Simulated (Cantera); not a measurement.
Cantera with NASA thermochemical tables; ideal gases at 1 bar, condensed phases pure. Values are per mole of reaction as written; species without (g) are pure solids or liquids, kept so even where they would boil at 1 bar.

3 Cu + 3 HF(g) + NF₃(g) → NH₃(g) + 3 CuF₂, with ΔH° = -713.3 kJ and ΔS° = -456.4 J/K at 300 K.

Q: How far is the shortcut ΔG° ≈ ΔH°(300 K) − T·ΔS°(300 K) from the full temperature-dependent value at 1623, 1723, 1823, 1923, 2023, 2123, 2223, 2323 K?

A: 
```json
[
 {"T (K)": "1623", "shortcut (kJ)": "27.4", "full (kJ)": "-109.0", "difference (kJ)": "136.4", "difference in log10 K": "-4.39", "condensed phases": "Cu(l), CuF₂(l)"},
 {"T (K)": "1723", "shortcut (kJ)": "73.1", "full (kJ)": "-85.3", "difference (kJ)": "158.4", "difference in log10 K": "-4.80", "condensed phases": "Cu(l), CuF₂(l)"},
 {"T (K)": "1823", "shortcut (kJ)": "118.7", "full (kJ)": "-62.2", "difference (kJ)": "180.9", "difference in log10 K": "-5.18", "condensed phases": "Cu(l), CuF₂(l)"},
 {"T (K)": "1923", "shortcut (kJ)": "164.4", "full (kJ)": "-39.6", "difference (kJ)": "203.9", "difference in log10 K": "-5.54", "condensed phases": "Cu(l), CuF₂(l)"},
 {"T (K)": "2023", "shortcut (kJ)": "210.0", "full (kJ)": "-17.4", "difference (kJ)": "227.4", "difference in log10 K": "-5.87", "condensed phases": "Cu(l), CuF₂(l)"},
 {"T (K)": "2123", "shortcut (kJ)": "255.6", "full (kJ)": "4.4", "difference (kJ)": "251.2", "difference in log10 K": "-6.18", "condensed phases": "Cu(l), CuF₂(l)"},
 {"T (K)": "2223", "shortcut (kJ)": "301.3", "full (kJ)": "25.7", "difference (kJ)": "275.5", "difference in log10 K": "-6.47", "condensed phases": "Cu(l), CuF₂(l)"},
 {"T (K)": "2323", "shortcut (kJ)": "346.9", "full (kJ)": "46.7", "difference (kJ)": "300.2", "difference in log10 K": "-6.75", "condensed phases": "Cu(l), CuF₂(l)"}
]
```
The shortcut ignores heat capacities and the phase changes listed.
